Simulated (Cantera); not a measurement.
A perfectly stirred reactor is fed with NH3 : H2 = 1 : 5.1 (molar parts), at 630 Torr; it is held at 2298 K, and followed from long to short residence time.

Model: the gas-phase N/H chemistry of the illustrative SiF4/NH3 mechanism in the Surface Chemkin manual (1991), integrated in Cantera. Walls and surfaces, which speed up NH3 decomposition in real reactors, are not modelled.

Question: What does this change do: pressure from 630 Torr to 26.3 Torr?

Answer: 
```csv
quantity,before,after
x(NH3) at τ = 4.60 s,0.000355,0.000127
x(H2) at τ = 4.60 s,0.920,0.892
x(NH) at τ = 4.60 s,2.94e-6,1.69e-5
x(N) at τ = 4.60 s,1.49e-6,3.46e-5
x(N2) at τ = 4.60 s,0.0699,0.0690
x(NH3) at τ = 0.190 s,0.00214,0.0363
x(H2) at τ = 0.190 s,0.920,0.905
x(NH) at τ = 0.190 s,1.39e-5,4.48e-5
x(N) at τ = 0.190 s,6.27e-6,8.72e-6
x(N2) at τ = 0.190 s,0.0692,0.0544
```

Question: What does this change do: H2 5.1 to 12 parts?

Answer: 
```json
[
 {"quantity": "x(NH3) at τ = 4.60 s", "before": "0.000355", "after": "0.000260"},
 {"quantity": "x(H2) at τ = 4.60 s", "before": "0.920", "after": "0.954"},
 {"quantity": "x(NH) at τ = 4.60 s", "before": "2.94e-6", "after": "2.09e-6"},
 {"quantity": "x(N) at τ = 4.60 s", "before": "1.49e-6", "after": "1.04e-6"},
 {"quantity": "x(N2) at τ = 4.60 s", "before": "0.0699", "after": "0.0354"},
 {"quantity": "x(NH3) at τ = 0.190 s", "before": "0.00214", "after": "0.00141"},
 {"quantity": "x(H2) at τ = 0.190 s", "before": "0.920", "after": "0.954"},
 {"quantity": "x(NH) at τ = 0.190 s", "before": "1.39e-5", "after": "1.00e-5"},
 {"quantity": "x(N) at τ = 0.190 s", "before": "6.27e-6", "after": "4.70e-6"},
 {"quantity": "x(N2) at τ = 0.190 s", "before": "0.0692", "after": "0.0349"}
]
```
